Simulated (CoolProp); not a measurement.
Vapour-liquid equilibrium of R22 (1) + n-hexane (2) at 233.9 K; x and y are mole fractions of (1).

Model: multi-fluid Helmholtz-energy mixture model, Kamei 1995 and Thol 2019; pair parameters Bell 2016, in CoolProp.

**Question.** Give the bubble pressure and the first vapour's composition at x = 0.275, 0.65, 0.95. Is there an azeotrope?

**Answer.** x = 0.275: 50.17 kPa, y = 0.992; x = 0.65: 81.73 kPa, y = 0.997; x = 0.95: 103.7 kPa, y = 0.999. No azeotrope shows between x = 0.05 and 0.95.

Pair parameters are fitted to limited data, so mixtures are less certain than the pure fluids. With so large a gap from Raoult's law the liquid may split in two, which this calculation doesn't test in full.
